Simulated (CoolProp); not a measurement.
Properties of hydrogen chloride at several states (Tc = 51.5 °C, pc = 8314 kPa, ω = 0.130).

Model: reference Helmholtz-energy equation of state, Thol 2018, in CoolProp.

| T (°C) | p (kPa) | phase | density (kg/m³) | cp (kJ/(kg K)) | cv (kJ/(kg K)) | Joule-Thomson coefficient (K/MPa) | isothermal compressibility (1/MPa) |
|---|---|---|---|---|---|---|---|
| 188.05 | 38.4 | gas | 0.3653 | 0.8024 | 0.5737 | 6.495 | 26.06 |
| 363.85 | 2920 | gas | 20.35 | 0.8400 | 0.5902 | 3.445 | 0.3464 |
| 358.05 | 46.3 | gas | 0.3217 | 0.8147 | 0.5863 | 3.720 | 21.60 |
| 329.55 | 811 | gas | 5.927 | 0.8192 | 0.5844 | 3.993 | 1.239 |
| -39.65 | 228 | gas | 4.418 | 0.8700 | 0.6044 | 29.72 | 4.530 |
| 319.45 | 898 | gas | 6.681 | 0.8195 | 0.5836 | 4.112 | 1.119 |
